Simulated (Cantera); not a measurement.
What does this Cantera script print?

```python
import numpy as np
import cantera as ct

gas_names = """
    B BF BF2 BF3 BN B2 F F2 N NF NF2 NF3 N2
""".split()
cond_names = """
    B(b) B(L) BN(s)
""".split()


# ... load() reads the species with a 1 bar reference pressure and builds the phases ...
atoms = {
    'BF3': {'B': 1, 'F': 3},
    'N2': {'N': 2},
}
top_T = {'BN(s)': 3200}  # K; cautious upper limits of use, not melting points


# ... equilibrate(T, P, feed) seeds the gas with the atoms and calls Mixture.equilibrate('TP', solver="vcs", rtol=1e-11, max_steps=5000) ...
results = []
feed = {'BF3': 1, 'N2': 0.73}  # mol
T = 1850  # K
P = 13332.2  # Pa
mix = equilibrate(T, P, feed)
results.append((T, P, feed, dict(zip(mix.species_names, mix.species_moles))))
print(gas.report(threshold=0.001))
for i in range(1, mix.n_phases):
    print(f"{mix.phase(i).name:16s} {mix.phase_moles(i):12.5e} mol")
```

Result:

```
       temperature   1850 K
          pressure   13332 Pa
           density   0.044215 kg/m^3
  mean mol. weight   51.013 kg/kmol
   phase of matter   gas

                          1 kg             1 kmol
                     ---------------   ---------------
          enthalpy       -1.1157e+07       -5.6914e+08  J
   internal energy       -1.1458e+07       -5.8452e+08  J
           entropy            6813.1        3.4755e+05  J/K
    Gibbs function       -2.3761e+07       -1.2121e+09  J
 heat capacity c_p            1211.4             61796  J/K
 heat capacity c_v            1048.4             53481  J/K

                      mass frac. Y      mole frac. X     chem. pot. / RT
                     ---------------   ---------------   ---------------
               BF3           0.76823           0.57797           -114.76
                N2           0.23172           0.42195           -29.559
     [  +11 minor]        5.1566e-05        7.7593e-05

B(b)              0.00000e+00 mol
BN(s)             0.00000e+00 mol
```

Cantera equilibrium calculation (NASA polynomials, part measured and part estimated; ideal gas, pure solids and liquids). The tables' values for BF2 are old estimates; treat these amounts as uncertain.
